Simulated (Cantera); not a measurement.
Chlorosilane synthesis and conversion: Si + HCl + H2 + Cl2

A closed system holds: 1 mol Si, 1.9 mol HCl, 0.54 mol H2, 0.63 mol Cl2, at 50000 Pa.

Equilibrium computed with Cantera from the NASA thermochemical tables; the gas is ideal and each condensed phase is pure. Candidate condensed phases: Si; 19 gas species. The tables' values for SiCl3 are old estimates; treat these amounts as uncertain. The numbers say what is thermodynamically allowed, not how fast it happens.

```json
[
 {"T (K)": "800", "x H2": "0.620", "x SiCl4": "0.284", "x SiHCl3": "0.0913", "x HCl": "0.00175", "n Si(s)": "0.157"},
 {"T (K)": "825", "x H2": "0.620", "x SiCl4": "0.285", "x SiHCl3": "0.0904", "x HCl": "0.00241", "n Si(s)": "0.158"},
 {"T (K)": "850", "x H2": "0.619", "x SiCl4": "0.285", "x SiHCl3": "0.0894", "x HCl": "0.00328", "n Si(s)": "0.159"},
 {"T (K)": "875", "x H2": "0.619", "x SiCl4": "0.285", "x SiHCl3": "0.0885", "x HCl": "0.00436", "n Si(s)": "0.160"},
 {"T (K)": "900", "x H2": "0.618", "x SiCl4": "0.285", "x SiHCl3": "0.0876", "x HCl": "0.00572", "n Si(s)": "0.161"},
 {"T (K)": "925", "x H2": "0.617", "x SiCl4": "0.285", "x SiHCl3": "0.0866", "x HCl": "0.00737", "n Si(s)": "0.162"},
 {"T (K)": "950", "x H2": "0.616", "x SiCl4": "0.284", "x SiHCl3": "0.0857", "x HCl": "0.00938", "n Si(s)": "0.163"},
 {"T (K)": "975", "x H2": "0.615", "x SiCl4": "0.284", "x SiHCl3": "0.0847", "x HCl": "0.0118", "n Si(s)": "0.165"},
 {"T (K)": "1000", "x H2": "0.613", "x SiCl4": "0.283", "x SiHCl3": "0.0836", "x HCl": "0.0146", "n Si(s)": "0.166"},
 {"T (K)": "1025", "x H2": "0.611", "x SiCl4": "0.281", "x SiHCl3": "0.0825", "x HCl": "0.0179", "n Si(s)": "0.168"},
 {"T (K)": "1050", "x H2": "0.609", "x SiCl4": "0.279", "x SiHCl3": "0.0813", "x HCl": "0.0217", "n Si(s)": "0.169"}
]
```
x: gas mole fraction; n: condensed amount in mol.

From 800 K to 1050 K the condensed part is Si(s). The main Si-bearing gas is SiCl4 throughout. The share of Si in condensed phases is highest at 1050 K (16.9 %) and lowest at 800 K (15.7 %).
